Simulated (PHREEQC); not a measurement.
# Metal-bearing waste water: an equilibrium model

Dissolve 0.11 mol FeSO4, 0.012 mol CaCl2 and 0.065 mol HCl per kg of water at 20 °C. Closed to the air; pH follows from the charge balance.

Equilibrium calculation in PHREEQC: ion-association model, phreeqc.dat.

No solid was allowed to form.

What pH does the model give?

pH 1.63.

In which forms is Cl present?

Cl- 97 %, FeCl+ 2.5 % of the Cl.
